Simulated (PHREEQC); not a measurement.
A solution holds 0.014 mol HNO3 and 1.6e-06 mol CaSO4 per kg of water, at 25 °C. Closed to the air; pH follows from the charge balance.

Model: ion-association model, phreeqc.dat, run in PHREEQC.

Problem. The ionic strength comes out as 0.0140 mol/kgw. What activity coefficients do H+, Ca+2, NO3- get?

Solution. H+ 0.90, Ca+2 0.63, NO3- 0.88.

This is a speciation only: nothing precipitates in the calculation. Complexes and solids missing from the database can't appear.
